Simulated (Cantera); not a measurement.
# Ignition delay

Mixture: 7.65 % CH4, 0.405 % H2, 18.9 % O2, 71.1 % N2, 1.99 % H2O, equivalence ratio 0.82, at 11.0 bar, adiabatic and at constant volume. Ignition delay is the time to a rise of 400 K.

Detailed kinetics in Cantera: GRI-Mech 3.0 (53 species, 325 reactions).

```csv
T0 (K),delay (ms)
1150,3.17
1225,1.48
1300,0.724
1375,0.361
1450,0.184
1525,0.0963
1600,0.0519
1675,0.0290
1750,0.0169
```

| Item | Result |
|---|---|
| apparent activation energy between 1600 and 1750 K | 170 kJ/mol |
